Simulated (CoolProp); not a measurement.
Model: reference Helmholtz-energy equation of state, Colonna 2008, in CoolProp. It is a short technical equation, of lower accuracy than the large ones.

### Question
Give the vapour pressure (MPa), vapour density (kg/m³), enthalpy of vaporisation (kJ/kg), surface tension (mN/m) of saturated dodecamethylcyclohexasiloxane (D6) at 196.55 °C.

### Answer
```json
[
 {"T (°C)": "196.55", "p (MPa)": "0.0300", "vapour density (kg/m³)": "3.55", "enthalpy of vaporisation (kJ/kg)": "113", "surface tension (mN/m)": "6.43"}
]
```

Surface tension comes from a separate correlation (Mulero 2014).
